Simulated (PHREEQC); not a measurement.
# Copper plating or etch bath: speciation

Dissolve 1.2 mmol/kgw Cu(NO3)2 and 0.61 mmol/kgw HBF4 at 20 °C. Closed to the air; pH follows from the charge balance.

All values are PHREEQC results (ion-association model, phreeqc.dat), not measurements.

No solid was allowed to form.

Question: Predict the pH, ionic strength, specific conductance.

Answer: pH 3.01; ionic strength 0.00462 mol/kgw; specific conductance 601 µS/cm.

Question: In which forms is F present?

Answer: HF 48 %, F- 38 %, BF4- 9.7 %, BF3OH- 2.1 %, BF2(OH)2- 1.4 %, CuF+ 0.6 % of the F.

Real BF4- forms and hydrolyses slowly; the run takes it at equilibrium.
